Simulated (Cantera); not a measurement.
A closed system holds: 1 mol Al, 7.9 mol CO2, 35 mol N2, at 10.0 Torr.

These are equilibrium values from Cantera (NASA tables, ideal gas, pure condensed phases), not measurements of a reactor. Candidate condensed phases: Al, AlN, Al2O3, C; 32 gas species. Kinetics and transport are ignored.

Q: Which condensed phases are stable at each of these points (T (°C)): 377, 452, 527, 602, 677, 752, 827, 902, 977, 1052, 1127?

A: 
```tsv
T (°C)	condensed phases	Al condensed (%)
377	Al2O3(s) + C(graphite)	100.0
452	Al2O3(s)	100.0
527	Al2O3(s)	100.0
602	Al2O3(s)	100.0
677	Al2O3(s)	100.0
752	Al2O3(s)	100.0
827	Al2O3(s)	100.0
902	Al2O3(s)	100.0
977	Al2O3(s)	100.0
1052	Al2O3(s)	100.0
1127	Al2O3(s)	100.0
```

At 377 °C the condensed part is Al2O3(s) + C(graphite). From 452 °C to 1127 °C the condensed part is Al2O3(s).
